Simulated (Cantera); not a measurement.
What does this Cantera script print?

```python
import numpy as np
import cantera as ct

gas_names = """
    CL CL2 H HCL H2 N NH NH2 NH3 N2 N2H2 N2H4 Si SiCL SiCL2 SiCL3 SiCL4 SiH SiHCL3 SiH2 SiH2CL2 SiH3
    SiH3CL SiH4 SiN Si2 Si2N Si3
""".split()
cond_names = """
    NH4CL(a) NH4CL(b) Si(cr) Si(L) Si3N4(a)
""".split()


# ... load() reads the species with a 1 bar reference pressure and builds the phases ...
atoms = {
    'SiH2Cl2': {'Si': 1, 'H': 2, 'CL': 2},
    'N2': {'N': 2},
}
top_T = {'Si3N4(a)': 2400}  # K; cautious upper limits of use, not melting points


# ... equilibrate(T, P, feed) seeds the gas with the atoms and calls Mixture.equilibrate('TP', solver="vcs", rtol=1e-11, max_steps=5000) ...
results = []
feed = {'SiH2Cl2': 1, 'N2': 0.23}  # mol
T = 975  # K
P = 19  # Pa
mix = equilibrate(T, P, feed)
results.append((T, P, feed, dict(zip(mix.species_names, mix.species_moles))))
x = sorted(zip(gas.X, gas.species_names), reverse=True)
print(f"T = {T:g} K  P = {P:g} Pa  gas = {mix.phase_moles(0):.4g} mol")
print("   x: " + "  ".join(f"{s} {v:.3e}" for v, s in x if v > 0.001))
print("   condensed (mol): " + ("  ".join(f"{mix.phase(i).name} {mix.phase_moles(i):.4g}"
      for i in range(1, mix.n_phases) if mix.phase_moles(i) > 1e-12) or "none"))
```

Result:

```
T = 975 K  P = 19 Pa  gas = 1.547 mol
   x: H2 5.994e-01  SiCL4 2.748e-01  HCL 8.263e-02  SiCL2 1.839e-02  SiCL3 1.336e-02  SiHCL3 1.140e-02
   condensed (mol): Si(cr) 0.1631  Si3N4(a) 0.115
```

Method: chemical equilibrium by Gibbs-energy minimisation in Cantera with the NASA 1993 tables (ideal gas, pure condensed phases). N2 is the only nitrogen source here; it is nearly inert below about 1500 K, so the nitride shown seldom forms there in practice. The tables' values for SiCl3 are old estimates; treat these amounts as uncertain.
